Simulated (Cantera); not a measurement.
An isothermal, constant-pressure homogeneous reactor starts with 65.5 % H2, 34.5 % O2, equivalence ratio 0.95, at 1023 K and 20.0 Torr.

Model: the H2/O2 subset of GRI-Mech 3.0, which has no nitrogen chemistry, integrated in Cantera. Radical loss at walls, strong at low pressure, is not modelled. The temperature is held fixed by assumption; the heat of reaction is taken as removed at once.

x: mole fraction; the columns are a selection and need not sum to one.

```tsv
t (s)	x H2	x O2	x H2O2	x H	x OH	x O	x HO2
0.000600	0.655	0.345	3.44e-11	2.52e-7	9.72e-9	2.69e-8	9.98e-9
0.00219	0.241	0.185	4.56e-7	0.238	0.00654	0.0217	1.39e-5
0.00802	0.0366	0.0491	9.80e-7	0.0345	0.00271	0.00312	8.44e-6
0.0293	___	___	___	___	___	___	___
0.107	___	0.0260	___	___	___	___	___
0.392	6.56e-5	0.0257	2.48e-7	1.40e-6	6.62e-5	2.12e-6	4.69e-7
1.43	5.63e-6	0.0256	4.58e-8	4.17e-8	2.18e-5	2.21e-7	4.95e-8
5.24	6.96e-7	0.0256	9.01e-9	2.19e-9	8.68e-6	3.46e-8	6.94e-9
19.1	1.32e-7	0.0256	2.10e-9	1.99e-10	4.00e-6	7.35e-9	1.44e-9
70.0	3.18e-8	0.0256	5.52e-10	2.44e-11	2.00e-6	1.85e-9	4.59e-10
```

Complete the blanks.


- 0.0293, x H2: 0.00681
- 0.0293, x O2: 0.0290
- 0.0293, x H2O2: 1.30e-6
- 0.0293, x H: 0.00180
- 0.0293, x OH: 0.000804
- 0.0293, x O: 0.000307
- 0.0293, x HO2: 4.98e-6
- 0.107, x H2: 0.000772
- 0.107, x H2O2: 9.40e-7
- 0.107, x H: 5.65e-5
- 0.107, x OH: 0.000229
- 0.107, x O: 2.68e-5
- 0.107, x HO2: 2.63e-6
